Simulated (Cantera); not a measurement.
An isothermal, constant-pressure homogeneous reactor starts with C₂H₆ : N₂ = 1 : 25 (molar parts), at 1475 K and 0.420 Torr.

Detailed kinetics in Cantera: GRI-Mech 3.0 (53 species, 325 reactions). GRI-Mech 3.0 stops at C3 and has no aromatics, soot or wall deposition, so with more carbon than oxygen in the feed, carbon stays in small species such as C2H2 where larger ones or solid carbon would form. Radical loss at walls, strong at low pressure, is not modelled.

Question: Predict: x(C₂H₆) at 40.0 s; x(CH₄) at 40.0 s; x(C₂H) at 40.0 s; x(HCN) at 40.0 s; x(C₂H₄) at 40.0 s.

Answer: 
```
Item                                                 Value
-----------------  ---------------------------------------
x(C₂H₆) at 40.0 s   2.18e-7 (gas-phase equilibrium <1e-12)
x(CH₄) at 40.0 s   0.00748 (gas-phase equilibrium 1.28e-6)
x(C₂H) at 40.0 s   3.34e-8 (gas-phase equilibrium 3.83e-8)
x(HCN) at 40.0 s    3.19e-6 (gas-phase equilibrium 0.0484)
x(C₂H₄) at 40.0 s  4.70e-5 (gas-phase equilibrium 1.67e-7)
```
